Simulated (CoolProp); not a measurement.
Vapour-liquid equilibrium of dimethyl carbonate (1) + n-octane (2) at 234.65 °C; x and y are mole fractions of (1).

Computed with CoolProp (multi-fluid Helmholtz-energy mixture model, Zhou 2011 and Beckmüller 2019; pair parameters Bell 2016).

```
x     bubble pressure (MPa)  y at the bubble point  dew pressure at overall composition x (MPa)  liquid density (mol/L)
----  ---------------------  ---------------------  -------------------------------------------  ----------------------
0.05                  1.150                  0.128                                        1.061                   4.288
0.15                  1.407                  0.309                                        1.177                   4.438
0.25                  1.632                  0.433                                        1.314                   4.606
0.35                  1.823                  0.525                                        1.476                   4.800
0.45                  1.986                  0.600                                        1.666                   5.033
0.55                  2.123                  0.666                                        1.878                   5.324
0.65                  2.234                  0.730                                        2.091                   5.693
0.75                  2.320                  0.794                                        2.264                   6.166
0.85                  2.376                  0.865                                        2.367                   6.763
0.95                  2.394                  0.949                                        2.394                   7.505
```

y crosses x between x = 0.85 and 0.95: the model has an azeotrope there.

The pair parameters rest on a limited set of measurements; away from them the model extrapolates.
